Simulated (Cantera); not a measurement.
**N2O furnace oxynitridation**

An isothermal, constant-pressure homogeneous reactor starts with N₂O : H₂ : N₂ = 1 : 0.039 : 0.79 (molar parts), at 1375 K and 0.257 atm.

Computed with Cantera and GRI-Mech 3.0 (53 species, 325 reactions). GRI-Mech 3.0 was tuned for natural gas; its chemistry of N2O as a main component is partial and can be far from experiment. The mechanism lacks the step 2 NO + O2 → 2 NO2, which can matter for NO2 below about 1400 K. The temperature is held fixed by assumption; the heat of reaction is taken as removed at once.

```csv
t (s),x N₂O,x H₂,x H,x HO₂,x OH,x N₂,x O₂
7.00e-6,0.547,0.0213,5.74e-7,3.09e-9,1.16e-6,0.432,5.22e-7
3.22e-5,0.547,0.0213,5.03e-6,1.98e-7,1.39e-5,0.432,6.11e-6
0.000148,0.546,0.0204,2.12e-5,3.89e-6,6.42e-5,0.433,3.96e-5
0.000683,0.537,0.0124,3.00e-5,8.45e-6,0.000145,0.441,0.000282
0.00315,0.520,0.00108,1.86e-6,7.76e-6,9.48e-5,0.456,0.00190
0.0145,0.496,1.65e-6,6.73e-8,3.71e-6,7.04e-5,0.469,0.00939
0.0667,0.406,3.56e-7,7.06e-8,1.28e-6,7.72e-5,0.519,0.0392
0.307,0.178,3.92e-7,8.59e-8,2.58e-7,7.32e-5,0.645,0.116
1.41,0.0110,1.75e-7,2.27e-8,4.17e-8,3.97e-5,0.739,0.174
6.52,3.27e-6,2.42e-8,1.06e-9,1.91e-8,1.33e-5,0.746,0.178
30.0,9.08e-7,2.42e-8,1.05e-9,1.91e-8,1.32e-5,0.746,0.178
```
x: mole fraction; the columns are a selection and need not sum to one.

Equilibrium at this temperature and pressure: N₂O 2.02e-8, H₂ 2.24e-8, H 1.01e-9, HO₂ 2.14e-8, OH 1.37e-5, N₂ 0.775, O₂ 0.208 (gas phase only).
